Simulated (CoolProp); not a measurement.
Vapour-liquid equilibrium of dimethyl ether (1) + R236EA (2) at 286.9 K; x and y are mole fractions of (1).

Computed with CoolProp (multi-fluid Helmholtz-energy mixture model, Wu 2011 and Rui 2013; pair parameters Bell 2016).

Give the bubble pressure and the first vapour's composition at x = 0.05, 0.2, 0.8. Is there an azeotrope?

x = 0.05: 0.1381 MPa, y = 0.060; x = 0.2: 0.1458 MPa, y = 0.263; x = 0.8: 0.3219 MPa, y = 0.957. No azeotrope shows between x = 0.05 and 0.95.

Pair parameters are fitted to limited data, so mixtures are less certain than the pure fluids.
